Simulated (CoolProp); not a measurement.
Properties of R507A along the isobar 17.5 MPa.

Model: reference Helmholtz-energy equation of state, Lemmon 2003, in CoolProp. It is a pseudo-pure fit of the blend.

| T (K) | phase | density (kg/m³) | speed of sound (m/s) | conductivity (mW/(m K)) | Prandtl number |
|---|---|---|---|---|---|
| 248 | liquid | 1304 | 733.7 | ? | 4.44 |
| 253.9 | liquid | 1288 | 711.8 | 90.9 | 4.26 |
| 259.8 | liquid | 1272 | 690.3 | 89.0 | 4.08 |
| 265.7 | liquid | 1256 | 669.1 | 87.1 | 3.92 |
| 271.7 | liquid | 1239 | 647.9 | 85.3 | 3.76 |
| 277.6 | liquid | 1222 | 627.3 | ? | 3.62 |
| 283.5 | liquid | 1206 | 607.2 | 81.8 | 3.48 |
| 289.4 | liquid | 1189 | 587.3 | 80.2 | 3.35 |
| 295.3 | liquid | 1171 | 567.7 | 78.5 | 3.24 |
| 301.3 | liquid | 1154 | 548.2 | 76.9 | 3.13 |
| 307.2 | liquid | 1136 | 529.3 | 75.4 | ? |
| 313.1 | liquid | 1118 | 510.8 | 73.9 | 2.93 |

Some entries are withheld; supply them.


- 248, conductivity (mW/(m K)): 92.9
- 277.6, conductivity (mW/(m K)): 83.6
- 307.2, Prandtl number: 3.02

Viscosity comes from a separate model (Geller 2000). Thermal conductivity comes from a separate model (Geller 2001).
